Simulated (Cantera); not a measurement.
Equilibrium for abatement and gas-phase synthesis: HF + SO₂ + H₂O

Charge: 1 mol HF, 0.024 mol SO₂, 1.8 mol H₂O, held at 60800 Torr.

Equilibrium computed with Cantera from the NASA thermochemical tables; the gas is ideal and each condensed phase is pure. Candidate condensed phases: H₂O, H₂SO₄, S; 43 gas species. The ideal-gas law is rough above about 30 bar. Rates play no part.

```tsv
T (K)	x H₂O	x HF	x H₂	x SO₂	x OH	x O₂	x H
1773	0.637	0.354	0.000276	0.00849	7.52e-5	0.000115	5.25e-7
1873	0.637	0.354	0.000505	0.00848	0.000158	0.000210	1.61e-6
1973	0.636	0.354	0.000875	0.00848	0.000306	0.000359	4.43e-6
2073	0.635	0.354	0.00144	0.00847	0.000557	0.000582	1.11e-5
2173	0.634	0.353	0.00226	0.00846	0.000957	0.000898	2.55e-5
2273	0.632	0.353	0.00341	0.00844	0.00157	0.00133	5.45e-5
2373	0.629	0.353	0.00498	0.00841	0.00246	0.00191	0.000110
2473	0.625	0.352	0.00704	0.00836	0.00371	0.00264	0.000208
2573	0.621	0.352	0.00968	0.00830	0.00541	0.00357	0.000376
```
x: gas mole fraction; nothing condenses.

From 1773 K to 2573 K nothing is condensed.
